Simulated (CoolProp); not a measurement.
R21 along the isotherm 199.85 °C: fugacity coefficient from the reference equation and from simpler models built on Tc = 179.6 °C, pc = 5289 kPa, ω = 0.206; each cubic takes its own stable root.

Values from CoolProp's reference Helmholtz-energy equation of state, Platzer 1990. This equation is an older, rougher fit; its heat capacities, sound speeds and derivatives of the liquid may be far off and weren't checked against measurements.

```
p (kPa)          phase  reference
-------  -------------  ---------
41.8               gas     0.9977
67.5               gas     0.9963
109                gas     0.9941
176                gas     0.9905
285                gas     0.9845
460                gas     0.9751
743                gas     0.9598
1200               gas     0.9352
1940               gas     0.8955
3140               gas     0.8314
5070               gas     0.7276
8180     supercritical     0.5557
13200    supercritical     0.4041
```

How far does each simpler model (van der Waals, Soave-Redlich-Kwong, Peng-Robinson) lie from the reference over these 13 states: mean and median of the absolute difference, and the worst?


- van der Waals: mean 1.3 %, median 0.3 %, worst +8.2 % at 199.85 °C and 13200 kPa
- Soave-Redlich-Kwong: mean 0.6 %, median 0.1 %, worst +4.7 % at 199.85 °C and 13200 kPa
- Peng-Robinson: mean 1.0 %, median 0.6 %, worst -2.9 % at 199.85 °C and 5070 kPa
